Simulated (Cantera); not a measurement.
Charge: 1 mol trisilylamine, 5.9 mol NH3, at 1573 K and 0.0100 bar.

Cantera equilibrium calculation (NASA polynomials, part measured and part estimated; ideal gas, pure solids and liquids). Candidate condensed phases: Si, Si3N4; 18 gas species. The feed counts by its element totals alone. The numbers say what is thermodynamically allowed, not how fast it happens.

Base state: H2 0.902, N2 0.0980, H 0.000386 (mole fractions); condensed: Si3N4(s).

Q: What changes in the equilibrium state with this change: NH3 from 5.9 to 0.68 mol?

A: 
| species | before | after |
|---|---|---|
| H2 | 0.902 | 0.981 |
| N2 | 0.0980 | 0.0186 |
| H | 0.000386 | 0.000403 |
| Si3N4(s), mol | 1.000 | 0.368 |
| Si(s), mol | 0 | 1.90 |
Mutual solubility and eutectic melting of coexisting phases are not modelled.
